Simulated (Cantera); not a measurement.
Feed: 1 mol SiH2Cl2, 0.055 mol Cl2, a varied amount of H2, at 1773.15 K and 13300 Pa.

Equilibrium computed with Cantera from the NASA thermochemical tables; the gas is ideal and each condensed phase is pure. Candidate condensed phases: Si; 19 gas species. The tables' values for SiCl3, SiCl are old estimates; treat these amounts as uncertain. Gases not in the tables: Si2H6 and higher silanes. Equilibrium is a limit: real reactors are often held back by kinetics, nucleation or transport.

log p: log10 of the partial pressure in bar; n: condensed amount in mol.

| n(H2) (mol) | log p H2 | log p HCl | log p SiCl2 | log p SiCl3 | n Si(l) |
|---|---|---|---|---|---|
| 4.7 | -0.99 | -1.73 | -1.96 | -3.44 | 0.428 |
| 6.5 | -0.96 | -1.79 | -2.10 | -3.65 | 0.477 |
| 9.1 | -0.94 | (withheld) | (withheld) | -3.89 | (withheld) |
| 13 | -0.93 | -1.94 | -2.45 | -4.18 | 0.592 |
| 18 | -0.92 | -2.03 | -2.64 | -4.46 | 0.647 |
| 24 | -0.91 | -2.12 | -2.82 | -4.72 | 0.696 |
| 34 | -0.90 | (withheld) | (withheld) | -5.07 | 0.750 |
| 47 | -0.89 | -2.33 | -3.27 | -5.40 | 0.796 |
| 65 | -0.89 | -2.45 | -3.50 | -5.75 | 0.837 |
| 91 | -0.88 | -2.57 | -3.76 | -6.13 | 0.871 |
| 130 | -0.88 | -2.71 | -4.03 | -6.55 | 0.901 |

Question: Complete the blanks.

Answer: 
- 9.1, log p HCl: -1.86
- 9.1, log p SiCl2: -2.26
- 9.1, n Si(l): 0.531
- 34, log p HCl: -2.22
- 34, log p SiCl2: -3.04
